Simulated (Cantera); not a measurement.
Input: 1 mol Cu₂O, 0.68 mol CH₄, 0.12 mol H₂.

These are equilibrium values from Cantera (NASA tables, ideal gas, pure condensed phases), not measurements of a reactor. Candidate condensed phases: C, C₆H₆, C₇H₈, C₈H₁₈, Cu, CuO, Cu(OH)₂, Cu₂O, H₂O; 113 gas species. Equilibrium is a limit: real reactors are often held back by kinetics, nucleation or transport.

Stable condensed phases, one row left out:

```
T in K \ P in Pa
              10      32     100     320    1000    3200   10000   32000  100000  320000 1000000
   2623        A       A       A       A       A       A       A       A       B       B       B
   2473        A       A       A       A       A       A       A       B       B       B       B
   2323        A       A       A       A       A       A       A       B       B       B       B
   2173        A       A       A       A       A       A       B       B       B       B       B
   2023        A       A       A       A       A       B       B       B       B       B       B
   1873        A       A       A       B       B       B       B       B       B       B       B
   1723        A       A       B       B       B       B       B       B       B       B       B
   1423        B       B       B       B       B       B       B       B       B       B       B
   1273        B       B       B       B       B       B       B       B       B       B       B
```

A: gas only; B: Cu.

Task: Give the row for 1573 K.

Result: 10: Cu; 32: Cu; 100: Cu; 320: Cu; 1000: Cu; 3200: Cu; 10000: Cu; 32000: Cu; 100000: Cu; 320000: Cu; 1000000: Cu.
